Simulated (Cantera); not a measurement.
# Tantalum, niobium, vanadium and zirconium in process gases: Nb + H2O + H2

Input: 1 mol Nb, a varied amount of H2O, 3.2 mol H2, equilibrated at 1300 K and 0.900 Torr.

Method: chemical equilibrium by Gibbs-energy minimisation in Cantera with the NASA 1993 tables (ideal gas, pure condensed phases). Candidate condensed phases: H2O, Nb, NbO, NbO2, Nb2O5; 12 gas species. Mutual solubility and eutectic melting of coexisting phases are not modelled. NbO: taken at fixed stoichiometry. Condensed phases not in the tables: the oxides between NbO2 and Nb2O5, N, O or C dissolved in the metal. Rates play no part.

```csv
n(H2O) (mol),x H2,x H2O,x H,x OH,n Nb(s),n NbO(s),n NbO2(s),n Nb2O5(s)
0.56,1.000,8.04e-6,3.19e-5,3.35e-12,0.440,0.560,0,0
2.4,0.963,0.0365,3.13e-5,1.55e-8,0,0,0.609,0.195
4.2,0.770,0.230,2.80e-5,1.09e-7,0,0,0,0.500
6,0.620,0.380,2.51e-5,2.02e-7,0,0,0,0.500
7.9,0.513,0.486,2.29e-5,2.83e-7,0,0,0,0.500
9.7,0.442,0.558,2.12e-5,3.50e-7,0,0,0,0.500
12,0.375,0.625,1.96e-5,4.26e-7,0,0,0,0.500
13,0.352,0.648,1.89e-5,4.56e-7,0,0,0,0.500
```
x: gas mole fraction; n: condensed amount in mol.

At 0.56 mol H2O the condensed part is Nb(s) + NbO(s). At 2.4 mol H2O the condensed part is NbO2(s) + Nb2O5(s). From 4.2 mol H2O to 13 mol H2O the condensed part is Nb2O5(s).
